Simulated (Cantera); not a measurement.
## Ta2O5 + C + CO + CH4 (carbothermic reduction)

Input: 1 mol Ta2O5, 0.41 mol C, 0.94 mol CO, 2.7 mol CH4, held at 3.00 Torr.

Cantera equilibrium calculation (NASA polynomials, part measured and part estimated; ideal gas, pure solids and liquids). Candidate condensed phases: C, C6H6, C7H8, C8H18, H2O, Ta, TaC, Ta2O5; 113 gas species. Mutual solubility and eutectic melting of coexisting phases are not modelled. TaC: taken at fixed stoichiometry. Condensed phases not in the tables: Ta2C, N, O or C dissolved in the metal. Kinetics and transport are ignored.

```csv
T (K),x H2,x CO,x H,x TaO2,x H2O,x TaO,n C(graphite),n Ta2O5(s),n TaC(s),n Ta(s),n Ta2O5(l)
973,0.851,0.148,1.58e-8,<1e-12,0.000313,<1e-12,3.11,1.00,0,0,0
1123,0.631,0.369,5.35e-7,<1e-12,0.000234,<1e-12,0,0.555,0.889,0,0
1273,0.630,0.369,8.95e-6,<1e-12,0.000345,<1e-12,0,0.555,0.890,0,0
1423,0.630,0.369,8.34e-5,4.10e-11,0.000464,<1e-12,0,0.555,0.890,0,0
1573,0.630,0.369,0.000510,7.92e-9,0.000584,2.93e-10,0,0.555,0.890,0,0
1723,0.628,0.369,0.00229,5.94e-7,0.000701,4.72e-8,0,0.555,0.891,0,0
1873,0.624,0.367,0.00806,2.18e-5,0.000807,3.30e-6,0,0.554,0.891,0,0
2023,0.553,0.423,0.0223,0.000390,0.00112,7.45e-5,0,0.374,0,1.25,0
2173,0.524,0.415,0.0552,0.00356,0.00178,0.000729,0,0,0,1.24,0.359
```
x: gas mole fraction; n: condensed amount in mol.

At 973 K the condensed part is C(graphite) + Ta2O5(s). From 1123 K to 1873 K the condensed part is TaC(s) + Ta2O5(s). At 2023 K the condensed part is Ta(s) + Ta2O5(s). At 2173 K the condensed part is Ta(s) + Ta2O5(l).
